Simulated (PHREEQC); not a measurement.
Dissolve 0.00096 mol/kgw NH4HS, 0.0031 mol/kgw Na2SiO3 and 0.00064 mol/kgw Na2S at 5 °C. Closed to the air; pH follows from the charge balance.

All values are PHREEQC results (ion-association model, phreeqc.dat), not measurements.

Each row changes one thing in this solution. No solid was allowed to form.

```tsv
case	pH	ionic strength (mol/kgw)	HS- (mol/kgw)	NH4+ (mol/kgw)	H2S (mol/kgw)
as made	12.12	0.00764	0.00153	6.42e-6	1.92e-8
temperature from 5 to 15 °C	11.73	0.00762	0.00154	7.04e-6	(withheld)
Na2S left out	12.01	(withheld)	0.000926	8.04e-6	1.48e-8
Na2SiO3 left out	10.17	0.00163	0.00160	0.000348	1.86e-6
NH4HS from 0.00096 to 0.0048 mol/kgw	10.78	0.00811	(withheld)	0.000618	1.49e-6
```

**Question.** Complete the blanks.

**Answer.** 
- temperature from 5 to 15 °C, H2S (mol/kgw): 3.13e-8
- Na2S left out, ionic strength (mol/kgw): 0.00630
- NH4HS from 0.00096 to 0.0048 mol/kgw, HS- (mol/kgw): 0.00543

Species that the database lacks are ignored. Some of these states are supersaturated (in Quartz (slow to form), Chalcedony (slow to form), for instance). At this temperature some constants are extrapolated from 25 °C, and those without enthalpy data are left unchanged.
